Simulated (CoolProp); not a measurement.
Sulfur dioxide along the isotherm 146.65 °C: Z from the reference equation and from simpler models built on Tc = 157.5 °C, pc = 7.887 MPa, ω = 0.256; each cubic takes its own stable root.

Values from CoolProp's reference Helmholtz-energy equation of state, Gao 2016.

```tsv
p (MPa)	phase	reference	Redlich-Kwong	Peng-Robinson
0.111	gas	0.9946	0.9948	0.9942
0.167	gas	0.9919	0.9922	0.9913
0.252	gas	0.9878	0.9882	0.9868
0.38	gas	0.9815	0.9821	0.9800
0.573	gas	0.9719	0.9729	0.9697
0.865	gas	0.9571	0.9587	0.9539
1.3	gas	0.9344	0.9370	0.9298
1.97	gas	0.8979	0.9021	0.8913
2.97	gas	0.8385	0.8461	0.8298
4.48	gas	0.7328	0.7484	0.7235
6.76	liquid	0.1497	0.5077	0.1689
10.2	liquid	0.2006	0.2456	0.2158
15.4	liquid	0.2823	0.3328	0.2947
23.2	liquid	0.4010	0.4598	0.4088
35	liquid	0.5726	0.6421	0.5725
```

At some of these states Redlich-Kwong gives the other phase, because its saturation line lies elsewhere.
